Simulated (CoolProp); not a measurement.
Computed with CoolProp (reference Helmholtz-energy equation of state, Platzer 1990). This equation is an older, rougher fit.

Task: For R114, give the phase and the cv (kJ/(kg K)), Joule-Thomson coefficient (K/MPa) at 461.8 K and 1.01 bar; 493.6 K and 1.01 bar.

Result: 
- 461.8 K and 1.01 bar: gas; cv 0.791, Joule-Thomson coefficient 6.92
- 493.6 K and 1.01 bar: gas; cv 0.812, Joule-Thomson coefficient 6.00
